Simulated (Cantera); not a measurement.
A closed system holds: 1 mol BN, 1.4 mol F₂, 5.5 mol H₂, at 0.00530 bar.

Equilibrium computed with Cantera from the NASA thermochemical tables; the gas is ideal and each condensed phase is pure. Candidate condensed phases: B, BN; 31 gas species. Kinetics and transport are ignored.

Q: At 627 °C, list the 4 most abundant gas species with their mole fractions, and the condensed phases.

A: H₂ 0.792, BF₃ 0.132, N₂ 0.0661, HF 0.00930. Condensed: BN(s).
